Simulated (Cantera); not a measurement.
## Equilibrium for silicon nitride deposition: SiF4 + NH3 + H2

A closed system holds: 1 mol SiF4, 0.24 mol NH3, 48 mol H2, held at 0.100 bar.

Method: chemical equilibrium by Gibbs-energy minimisation in Cantera with the NASA 1993 tables (ideal gas, pure condensed phases). Candidate condensed phases: Si, Si3N4; 37 gas species. The tables' values for SiF3 are old estimates; treat these amounts as uncertain. Equilibrium is a limit: real reactors are often held back by kinetics, nucleation or transport.

From 725 K to 1100 K the condensed part is Si3N4(s). At 1175 K nothing is condensed. The main Si-bearing gas is SiF4 throughout.

```json
[
 {"T (K)": "725", "x H2": "0.977", "x SiF4": "0.0202", "x N2": "0.00241", "x HF": "1.01e-5", "n Si3N4(s)": "8.26e-6"},
 {"T (K)": "800", "x H2": "0.977", "x SiF4": "0.0202", "x N2": "0.00242", "x HF": "2.91e-5", "n Si3N4(s)": "2.11e-5"},
 {"T (K)": "875", "x H2": "0.977", "x SiF4": "0.0201", "x N2": "0.00242", "x HF": "6.96e-5", "n Si3N4(s)": "4.45e-5"},
 {"T (K)": "950", "x H2": "0.977", "x SiF4": "0.0201", "x N2": "0.00242", "x HF": "0.000145", "n Si3N4(s)": "7.84e-5"},
 {"T (K)": "1025", "x H2": "0.977", "x SiF4": "0.0200", "x N2": "0.00242", "x HF": "0.000269", "n Si3N4(s)": "0.000109"},
 {"T (K)": "1100", "x H2": "0.977", "x SiF4": "0.0198", "x N2": "0.00242", "x HF": "0.000459", "n Si3N4(s)": "8.29e-5"},
 {"T (K)": "1175", "x H2": "0.977", "x SiF4": "0.0195", "x N2": "0.00242", "x HF": "0.000748", "n Si3N4(s)": "0"}
]
```
x: gas mole fraction; n: condensed amount in mol.
